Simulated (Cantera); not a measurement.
Input: 1 mol MgCl2, 12 mol H2, 0.11 mol N2, equilibrated at 1398.15 K and 1.00 Torr.

Equilibrium computed with Cantera from the NASA thermochemical tables; the gas is ideal and each condensed phase is pure. Candidate condensed phases: Mg, MgCl2, NH4Cl; 18 gas species. Equilibrium is a limit: real reactors are often held back by kinetics, nucleation or transport.

Base state: H2 0.903, MgCl2 0.0691, HCl 0.0131, N2 0.00834, Mg 0.00646, MgCl 0.000194, H 0.000123 (mole fractions); condensed: gas only.

What changes in the equilibrium state with this change: temperature from 1398.15 K to 698 K?


```json
[
 {"species": "H2", "before": "0.903", "after": "0.991"},
 {"species": "N2", "before": "0.00834", "after": "0.00908"},
 {"species": "MgCl2", "before": "0.0691", "after": "5.99e-7"},
 {"species": "HCl", "before": "0.0131", "after": "1.21e-8"},
 {"species": "Mg", "before": "0.00646", "after": "6.07e-9"},
 {"species": "MgCl", "before": "0.000194", "after": "<1e-9"},
 {"species": "H", "before": "0.000123", "after": "<1e-9"},
 {"species": "MgCl2(s), mol", "before": "0", "after": "1.000"}
]
```

What changes in the equilibrium state with this change: pressure from 1.00 Torr to 0.240 Torr?


```json
[
 {"species": "H2", "before": "0.903", "after": "0.895"},
 {"species": "MgCl2", "before": "0.0691", "after": "0.0651"},
 {"species": "HCl", "before": "0.0131", "after": "0.0206"},
 {"species": "Mg", "before": "0.00646", "after": "0.0102"},
 {"species": "H", "before": "0.000123", "after": "0.000251"},
 {"species": "MgCl", "before": "0.000194", "after": "0.000236"},
 {"species": "N2", "before": "0.00834", "after": "0.00830"}
]
```

What changes in the equilibrium state with this change: temperature from 1398.15 K to 1673 K?


```tsv
species	before	after
H2	0.903	0.858
HCl	0.0131	0.0568
MgCl2	0.0691	0.0451
Mg	0.00646	0.0280
Cl	1.48e-6	0.000149
H	0.000123	0.00289
MgH	2.06e-6	1.16e-5
MgCl	0.000194	0.000934
N2	0.00834	0.00814
```
The tables' values for MgH are old estimates; treat these amounts as uncertain.
